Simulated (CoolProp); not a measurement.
Properties of toluene along the isotherm 206.65 °C.

Computed with CoolProp (reference Helmholtz-energy equation of state, Lemmon 2006). It is a short technical equation, of lower accuracy than the large ones.

```
p (kPa)   phase  density (kg/m³)  isothermal compressibility (1/MPa)  conductivity (mW/(m K))  fugacity coefficient
-------  ------  ---------------  ----------------------------------  -----------------------  --------------------
6.52        gas           0.1508                               153.6                     27.6                0.9988
11          gas           0.2546                               91.09                     27.6                0.9980
18.6        gas           0.4310                               53.94                     27.6                0.9967
31.4        gas           0.7293                               32.03                     27.6                0.9944
52.9        gas            1.234                               19.09                     27.5                0.9906
89.3        gas            2.096                               11.38                     27.5                0.9841
151         gas            3.586                               6.814                     27.5                0.9732
254         gas            6.156                               4.140                     27.4                0.9549
429         gas            10.79                               2.557                     27.3                0.9240
724         gas            19.62                               1.663                     27.3                0.8717
1220     liquid            668.7                            0.005447                     86.9                0.5952
2060     liquid            671.7                            0.005173                     87.5                0.3629
```

Thermal conductivity comes from a separate model (Assael 2012).
